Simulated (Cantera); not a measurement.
# Pb + O2 + N2 (metals in furnace atmospheres)

A closed system holds: 1 mol Pb, 1.3 mol O2, 38 mol N2, at 1027 °C and 1 atm.

Equilibrium computed with Cantera from the NASA thermochemical tables; the gas is ideal and each condensed phase is pure. Candidate condensed phases: Pb, PbO, PbO2, Pb3O4; 12 gas species. Gases not in the tables: (PbO)n polymers. Kinetics and transport are ignored.

```yaml
x(N2): 0.979
x(O2): 0.0205
x(PbO): 0.000445
x(NO): 0.000138
x(Pb): 3.21e-6
n(PbO(l)): 0.983 mol
gas_amount: 38.82 mol
log10 activity of Pb(l) (absent): -2.91
```
